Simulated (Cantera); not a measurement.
**Thermodynamics of carbon deposition, reforming and gasification, feed acetone + CO₂ + H₂**

Input: 1 mol acetone, 1.9 mol CO₂, 11 mol H₂, equilibrated at 1700 K and 10.0 mbar.

These are equilibrium values from Cantera (NASA tables, ideal gas, pure condensed phases), not measurements of a reactor. Candidate condensed phases: C, C₆H₆, C₇H₈, C₈H₁₈, H₂O; 110 gas species. The feed counts by its element totals alone. Rates play no part.

```
Quantity                  Value
-------------------  ----------
x(H₂)                     0.744
x(CO)                     0.255
x(H)                    0.00127
x(C₂H₂ (acetylene))     5.46e-5
x(CH₄)                  6.06e-6
n(C(graphite))       0.0978 mol
gas amount            18.81 mol
```
